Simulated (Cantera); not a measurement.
An isothermal, constant-pressure homogeneous reactor starts with CH₄ : H₂ : CO₂ = 0.01 : 1 : 0.023 (molar parts), at 1973 K and 0.0671 atm. Integrator tolerance rtol = 1e-08.

Computed with Cantera and GRI-Mech 3.0 (53 species, 325 reactions).

### Question
What does this change do: temperature 1973 to 1323 K?

### Answer
```tsv
quantity	before	after
x(CH₄) at 10.0 s	3.50e-7 (gas-phase equilibrium 5.96e-10)	0.00966 (gas-phase equilibrium 5.04e-7)
x(H₂) at 10.0 s	0.951 (gas-phase equilibrium 0.951)	0.963 (gas-phase equilibrium 0.957)
x(CO₂) at 10.0 s	8.94e-5 (gas-phase equilibrium 8.94e-5)	0.0167 (gas-phase equilibrium 0.000213)
x(C₂H₆) at 10.0 s	<1e-12 (gas-phase equilibrium <1e-12)	5.13e-8 (gas-phase equilibrium <1e-12)
x(H) at 10.0 s	0.00508 (gas-phase equilibrium 0.00508)	5.68e-6 (gas-phase equilibrium 5.99e-6)
x(C₂H₂) at 10.0 s	1.15e-7 (gas-phase equilibrium <1e-12)	6.24e-6 (gas-phase equilibrium 1.15e-12)
x(CH₃) at 10.0 s	3.69e-8 (gas-phase equilibrium 6.29e-11)	1.13e-6 (gas-phase equilibrium 6.23e-11)
```
